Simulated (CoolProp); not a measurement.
Vapour-liquid equilibrium of C2F6 (R116) (1) + R143a (2) at 0.351 MPa; x and y are mole fractions of (1).

Model: multi-fluid Helmholtz-energy mixture model, Lemmon 2006 and Lemmon and Jacobsen 2000; pair parameters Bell 2016, in CoolProp.

**Question.** Give the bubble temperature and the first vapour's composition at x = 0.05, 0.15, 0.75. Is there an azeotrope?

**Answer.** x = 0.05: -24.6 °C, y = 0.258; x = 0.15: -34.8 °C, y = 0.538; x = 0.75: -49.8 °C, y = 0.862. No azeotrope shows between x = 0.05 and 0.95.

The pair parameters rest on a limited set of measurements; away from them the model extrapolates.
